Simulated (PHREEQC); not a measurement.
Solution (5 °C): 0.0061 mol NiCl2, 0.001 mol H3BO3 and 0.036 mol HCl per kg of water. Closed to the air; pH follows from the charge balance.

Model: ion-association model, wateq4f.dat, run in PHREEQC.

```csv
quantity,before,after
pH,1.51,1.80
H2BO3- (mol/kgw),1.60e-11,3.02e-11
```

**Question.** Name the change that produced these shifts.
A) NiCl2 from 0.0061 to 0.0122 mol/kgw
B) diluted 5-fold with water
C) diluted 2-fold with water
D) HCl from 0.036 to 0.018 mol/kgw
E) NiCl2 from 0.0061 to 0.00122 mol/kgw

**Answer.** D, HCl from 0.036 to 0.018 mol/kgw

This is a speciation only: nothing precipitates in the calculation. At this temperature some constants are extrapolated from 25 °C, and those without enthalpy data are left unchanged.
